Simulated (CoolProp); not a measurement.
Model: reference Helmholtz-energy equation of state, Lemmon 2006, in CoolProp. It is a short technical equation, of lower accuracy than the large ones.

For isohexane, give the phase and the density (kg/m³), cp (kJ/(kg K)), Joule-Thomson coefficient (K/MPa), isothermal compressibility (1/MPa) at 173.3 K and 0.162 MPa; 240.7 K and 0.162 MPa; 361.9 K and 0.162 MPa.


- 173.3 K and 0.162 MPa: liquid; density 758, cp 1.78, Joule-Thomson coefficient -0.592, isothermal compressibility 0.000647
- 240.7 K and 0.162 MPa: liquid; density 700, cp 1.98, Joule-Thomson coefficient -0.507, isothermal compressibility 0.00110
- 361.9 K and 0.162 MPa: gas; density 4.93, cp 2.01, Joule-Thomson coefficient 23.6, isothermal compressibility 6.58
